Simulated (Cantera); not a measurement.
A closed system holds: 1 mol Si, 9.6 mol H2, 0.54 mol Cl2, equilibrated at 1.00 bar.

Cantera equilibrium calculation (NASA polynomials, part measured and part estimated; ideal gas, pure solids and liquids). Candidate condensed phases: Si; 19 gas species. The tables' values for SiCl3 are old estimates; treat these amounts as uncertain. Kinetics and transport are ignored.

x: gas mole fraction; n: condensed amount in mol.

```csv
T (K),x H2,x HCl,x SiHCl3,x SiCl2,x SiCl4,x SiCl3,n Si(s)
523,0.968,2.84e-6,0.0168,2.25e-12,0.0145,2.28e-9,0.685
623,0.968,4.11e-5,0.0162,8.71e-10,0.0148,1.16e-7,0.686
723,0.968,0.000281,0.0156,6.38e-8,0.0151,1.97e-6,0.687
823,0.967,0.00119,0.0150,1.61e-6,0.0153,1.66e-5,0.690
923,0.966,0.00365,0.0143,1.98e-5,0.0151,8.62e-5,0.697
1023,0.962,0.00883,0.0132,0.000144,0.0143,0.000312,0.711
1123,0.955,[?],[?],[?],[?],0.000840,0.733
1223,0.945,0.0305,0.00918,0.00240,0.00960,0.00170,0.761
1323,0.934,[?],[?],[?],[?],0.00251,0.786
1423,0.923,0.0569,0.00326,0.0106,0.00259,0.00263,0.802
1523,0.917,0.0635,0.00142,0.0144,0.000874,0.00205,0.807
1623,0.915,0.0660,0.000574,0.0167,0.000267,0.00138,0.806
```

Problem. Some entries are withheld; supply them.

Solution. 
- 1323, x HCl: 0.0450
- 1323, x SiHCl3: 0.00615
- 1323, x SiCl2: 0.00592
- 1323, x SiCl4: 0.00584
- 1123, x HCl: 0.0178
- 1123, x SiHCl3: 0.0116
- 1123, x SiCl2: 0.000698
- 1123, x SiCl4: 0.0126
